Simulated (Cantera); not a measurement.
An isothermal, constant-pressure homogeneous reactor starts with 26.3 % C₂H₆, 73.7 % N₂, at 1700 K and 0.00109 atm.

Model: GRI-Mech 3.0 (53 species, 325 reactions), integrated in Cantera. GRI-Mech 3.0 stops at C3 and has no aromatics, soot or wall deposition, so with more carbon than oxygen in the feed, carbon stays in small species such as C2H2 where larger ones or solid carbon would form. Radical loss at walls, strong at low pressure, is not modelled.

Question: Predict: x(C₂H₆) at 40.0 s; x(CH₃) at 40.0 s; x(C₂H) at 40.0 s; x(CH₄) at 40.0 s; x(C₂H₂) at 40.0 s; x(HCN) at 40.0 s.

Answer: 
```
Item                                                  Value
-----------------  ----------------------------------------
x(C₂H₆) at 40.0 s  1.49e-9 (gas-phase equilibrium 1.71e-12)
x(CH₃) at 40.0 s    4.64e-5 (gas-phase equilibrium 1.44e-6)
x(C₂H) at 40.0 s    6.39e-6 (gas-phase equilibrium 4.69e-6)
x(CH₄) at 40.0 s   0.000344 (gas-phase equilibrium 9.30e-6)
x(C₂H₂) at 40.0 s       0.172 (gas-phase equilibrium 0.110)
x(HCN) at 40.0 s      2.07e-5 (gas-phase equilibrium 0.124)
```
